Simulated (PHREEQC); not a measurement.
PHREEQC input (ion-association model, phreeqc.dat):

```
SOLUTION 0
  temp 25
  units mmol/kgw
  pH 7 charge
  Cl 0.91
  Cd 0.45
  O(0) 1 O2(g) -0.68
SOLUTION 1-40
  temp 25
  units mmol/kgw
  pH 7 charge
  S(6) 1.5
  Zn 1.5
  Cl 8.61
  Li 8.6
  O(0) 1 O2(g) -0.68
END
EXCHANGE 1-40
  X 0.00068
  -equilibrate 1
END
SELECTED_OUTPUT 1
  -reset false
  -pH true
  -pe true
  -ionic_strength true
  -water true
  -step true
  -totals Cd Cl Li S Zn S(-2) S(6)
  -molalities CdX2 LiX ZnX2
  -saturation_indices Zn(OH)2(e) Cd(OH)2
PRINT
  -reset false
TRANSPORT
  -cells 40
  -shifts 160
  -lengths 0.0025
  -time_step 720
  -dispersivities 0.005
  -boundary_conditions flux flux
  -correct_disp true
  -punch_cells 40
  -punch_frequency 5
END
```

Selected output (columns that matter, 25 of 33 rows; pore volumes added in front):

```
pore volumes	pH	mu	Cd	Cl	Li	S	Zn	m_CdX2	m_ZnX2	si_Zn(OH)2(e)	si_Cd(OH)2
0	5.072	0.013864	0	0.00861	0.0086	0.0015	0.0015	0	0.00031446	-4.437	-1000
0.1375	5.072	0.013864	1.1921e-24	0.00861	0.0086	0.0015	0.0015	1.6987e-25	0.00031446	-4.437	-27.86
0.3875	5.072	0.013848	9.9185e-08	0.0085999	0.0085892	0.001498	0.0014983	1.4153e-08	0.00031446	-4.4375	-10.939
0.5125	5.0713	0.013599	2.2647e-06	0.0084453	0.0084214	0.0014679	0.0014726	3.3018e-07	0.00031445	-4.4442	-9.5781
0.6375	5.0686	0.012653	1.1909e-05	0.0078598	0.0077812	0.0013539	0.0013763	1.8865e-06	0.00031409	-4.4706	-8.8468
0.8875	5.0555	0.0087432	5.395e-05	0.005447	0.0051193	0.00088383	0.00098875	1.2643e-05	0.0003091	-4.5995	-8.1415
1.0125	5.0471	0.0066516	7.6987e-05	0.004163	0.0036918	0.0006337	0.00078731	2.3265e-05	0.00030227	-4.6885	-7.9552
1.1375	5.039	0.0049237	9.8727e-05	0.0031061	0.0025098	0.00042781	0.00062225	3.8075e-05	0.00029116	-4.7805	-7.8164
1.3875	5.0266	0.0027617	0.00014517	0.0017882	0.0010206	0.00017107	0.00040469	8.0567e-05	0.00025443	-4.9501	-7.601
1.5125	5.0226	0.0021894	0.00017297	0.0014398	0.00062147	0.00010321	0.0003344	0.00010712	0.00022971	-5.0269	-7.5094
1.6375	5.02	0.001832	0.00020378	0.0012225	0.00037004	6.0868e-05	0.0002783	0.00013557	0.00020249	-5.1023	-7.4275
1.8875	5.0173	0.0014863	0.00026838	0.0010133	0.00012474	2.0128e-05	0.00019104	0.000192	0.00014733	-5.2606	-7.2965
2.0125	5.0167	0.0014106	0.00029878	0.0009683	7.1055e-05	1.1357e-05	0.0001562	0.00021746	0.00012216	-5.3468	-7.2471
2.1375	5.0164	0.0013663	0.00032625	0.00094258	4.0086e-05	6.3474e-06	0.00012634	0.00024007	9.9708e-05	-5.4381	-7.2072
2.3875	5.0163	0.0013251	0.00037058	0.00091995	1.2474e-05	1.9391e-06	8.0099e-05	0.00027605	6.3878e-05	-5.635	-7.1501
2.5125	5.0163	0.001316	0.00038746	0.00091545	6.8978e-06	1.0625e-06	6.2883e-05	0.00028965	5.0308e-05	-5.7398	-7.1304
2.6375	5.0163	0.0013104	0.0004012	0.00091298	3.7968e-06	5.7958e-07	4.8967e-05	0.00030071	3.9267e-05	-5.8483	-7.1149
2.8875	5.0163	0.0013047	0.00042096	0.00091088	1.1378e-06	1.706e-07	2.9075e-05	0.0003166	2.339e-05	-6.0744	-7.0937
3.0125	5.0163	0.0013032	0.00042781	0.00091047	6.2012e-07	9.2164e-08	2.2204e-05	0.00032211	1.7882e-05	-6.1914	-7.0866
3.1375	5.0163	0.0013022	0.00043314	0.00091025	3.3719e-07	4.9674e-08	1.6872e-05	0.0003264	1.3598e-05	-6.3106	-7.0811
3.3875	5.0163	0.001301	0.00044039	0.00091007	9.9128e-08	1.435e-08	9.6145e-06	0.00033224	7.7576e-06	-6.5548	-7.0738
3.5125	5.0164	0.0013006	0.00044278	0.00091004	5.3623e-08	7.6954e-09	7.2175e-06	0.00033417	5.8257e-06	-6.6793	-7.0714
3.6375	5.0164	0.0013004	0.0004446	0.00091002	2.8971e-08	4.1217e-09	5.4008e-06	0.00033564	4.3605e-06	-6.8052	-7.0696
3.8875	5.0164	0.0013001	0.000447	0.00091001	8.4301e-09	1.1788e-09	2.9994e-06	0.00033758	2.4225e-06	-7.0606	-7.0673
4.0125	5.0164	0.0013	0.00044777	0.00091	4.5417e-09	6.2966e-10	2.2272e-06	0.0003382	1.7991e-06	-7.1899	-7.0665
```
